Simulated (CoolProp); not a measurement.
Computed with CoolProp (reference Helmholtz-energy equation of state, Lemmon 2006). It is a short technical equation, of lower accuracy than the large ones.

Question: Give the vapour pressure (kPa), liquid cp (kJ/(kg K)), vapour Z of saturated carbon monoxide at -193.35, -186.65, -170.05 °C.

Answer: 
| T (°C) | p (kPa) | liquid cp (kJ/(kg K)) | vapour Z |
|---|---|---|---|
| -193.35 | 81.8 | 2.14 | 0.965 |
| -186.65 | 170 | 2.17 | 0.940 |
| -170.05 | 680 | 2.36 | 0.842 |
